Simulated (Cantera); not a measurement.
**Counterflow diffusion flame**

A counterflow diffusion flame at 760 Torr, nozzles 20 mm apart: fuel side CH4 : H2 = 1 : 0.48 (molar parts) at 350 K, oxidiser side O2 : N2 = 0.23 : 0.77 (molar parts) at 775 K, fuel mass flux 0.78 times the oxidiser's; mixture-averaged transport, no radiation.

Cantera simulation using GRI-Mech 3.0 (53 species, 325 reactions); the numbers are that mechanism's predictions, not measurements. GRI-Mech 3.0 has no aromatics or soot, which form on the fuel side of real flames. The maximum strain rate includes the flame's own expansion and is several times the mean.

| oxidiser flux (kg/m²/s) | max strain (1/s) | mean strain (1/s) | T max (K) | peak x OH | peak x H | peak x NO | peak x CO | peak x C2H2 |
|---|---|---|---|---|---|---|---|---|
| 0.61 | 525 | 126 | 2319 | 0.0159 | 0.00938 | 0.000396 | 0.0624 | 0.0148 |
| 0.76 | 641 | 158 | 2304 | 0.0158 | 0.00971 | 0.000364 | 0.0614 | 0.0145 |
| 0.94 | 780 | 195 | 2291 | 0.0157 | 0.0100 | 0.000337 | 0.0605 | 0.0142 |
| 1.2 | 981 | 249 | 2278 | 0.0156 | 0.0105 | 0.000308 | 0.0597 | 0.0140 |
| 1.5 | 1210 | 311 | 2269 | 0.0156 | 0.0109 | 0.000285 | 0.0592 | 0.0138 |
| 1.8 | 1440 | 373 | 2258 | 0.0155 | 0.0112 | 0.000264 | 0.0587 | 0.0135 |
| 2.2 | 1740 | 456 | 2245 | 0.0153 | 0.0115 | 0.000241 | 0.0581 | 0.0133 |
| 2.8 | 2180 | 581 | 2230 | 0.0150 | 0.0118 | 0.000213 | 0.0576 | 0.0129 |
| 3.5 | 2700 | 726 | 2214 | 0.0147 | 0.0121 | 0.000187 | 0.0571 | 0.0125 |
| 4.3 | 3280 | 892 | 2199 | 0.0144 | 0.0124 | 0.000164 | 0.0567 | 0.0120 |
x: mole fraction; the columns are a selection and need not sum to one.
